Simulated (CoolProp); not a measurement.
Properties of sulfur dioxide at several states (Tc = 157.5 °C, pc = 7.887 MPa, ω = 0.256).

The numbers come from the reference Helmholtz-energy equation of state, Gao 2016 in CoolProp.

```
T (°C)  p (MPa)   phase  density (kg/m³)  cv (kJ/(kg K))  Joule-Thomson coefficient (K/MPa)  isothermal compressibility (1/MPa)
------  -------  ------  ---------------  --------------  ---------------------------------  ----------------------------------
75.25     0.169     gas            3.798               ?                                  ?                               6.014
39.95      2.87  liquid                ?               ?                                  ?                                   ?
146.75   0.0162     gas           0.2975               ?                                  ?                               61.78
```

**Question.** Fill in the missing entries.

**Answer.** 
- 75.25, cv (kJ/(kg K)): 0.5318
- 75.25, Joule-Thomson coefficient (K/MPa): 22.97
- 39.95, density (kg/m³): 1329
- 39.95, cv (kJ/(kg K)): 0.8063
- 39.95, Joule-Thomson coefficient (K/MPa): -0.1633
- 39.95, isothermal compressibility (1/MPa): 0.001924
- 146.75, cv (kJ/(kg K)): 0.5595
- 146.75, Joule-Thomson coefficient (K/MPa): 13.24
